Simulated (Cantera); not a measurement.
Input: 1 mol Si₃N₄, 0.48 mol N₂O, 71 mol H₂, held at 1 atm.

Cantera equilibrium calculation (NASA polynomials, part measured and part estimated; ideal gas, pure solids and liquids). Candidate condensed phases: H₂O, Si, SiO₂, Si₂N₂O, Si₃N₄; 35 gas species. Mutual solubility and eutectic melting of coexisting phases are not modelled. Kinetics and transport are ignored. All values below are at 1350 °C.

Base state: H₂ 0.991, N₂ 0.00893, H 6.84e-5 (mole fractions); condensed: Si₂N₂O(s) + Si₃N₄(s).

Question: What changes in the equilibrium state with this change: pressure from 1 atm to 24.0 Pa?

Answer: 
```csv
species,before,after
H₂,0.991,0.955
N₂,0.00893,0.0334
SiO,4.92e-6,0.00647
Si,2.06e-8,0.000652
SiH,4.15e-8,1.98e-5
"Si₂N₂O(s), mol",0.480,0
"Si₃N₄(s), mol",0.680,0
"Si(s), mol",0,2.47
```
